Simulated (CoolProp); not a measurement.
Values from CoolProp's reference Helmholtz-energy equation of state, Tillner-Roth 1997.

Task: Give the vapour pressure (MPa), vapour density (kg/m³), enthalpy of vaporisation (kJ/kg), liquid cp (kJ/(kg K)) of saturated CH2F2 (R32) at 269.2, 280.3, 287.7 K.

Result: 
```tsv
T (K)	p (MPa)	vapour density (kg/m³)	enthalpy of vaporisation (kJ/kg)	liquid cp (kJ/(kg K))
269.2	0.715	19.4	321	1.73
280.3	1.02	27.7	304	1.79
287.7	1.26	34.7	291	1.84
```
